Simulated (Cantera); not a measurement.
Charge: 1 mol Si₂Cl₆, 2.2 mol NH₃, 11 mol N₂, at 1627 °C and 81000 Pa.

Method: chemical equilibrium by Gibbs-energy minimisation in Cantera with the NASA 1993 tables (ideal gas, pure condensed phases). Candidate condensed phases: NH₄Cl, Si, Si₃N₄; 28 gas species. The feed counts by its element totals alone. The tables' values for SiCl₃, SiCl are old estimates; treat these amounts as uncertain. Equilibrium is a limit: real reactors are often held back by kinetics, nucleation or transport.

Base state: N₂ 0.657, HCl 0.136, H₂ 0.114, SiCl₂ 0.0797, SiCl₃ 0.00963, SiCl₄ 0.00157, SiHCl₃ 0.000417, H 0.000298 (mole fractions); condensed: Si₃N₄(s).

What changes in the equilibrium state with this change: temperature from 1627 °C to 775 °C?


| species | before | after |
|---|---|---|
| N₂ | 0.657 | 0.667 |
| HCl | 0.136 | 0.192 |
| H₂ | 0.114 | 0.100 |
| SiCl₂ | 0.0797 | 2.60e-7 |
| SiCl₄ | 0.00157 | 0.0410 |
| H | 0.000298 | 2.72e-9 |
| Cl | 0.000268 | 4.74e-9 |
| Si₃N₄(s), mol | 0.117 | 0.435 |
The tables' values for SiCl₃ are old estimates; treat these amounts as uncertain.
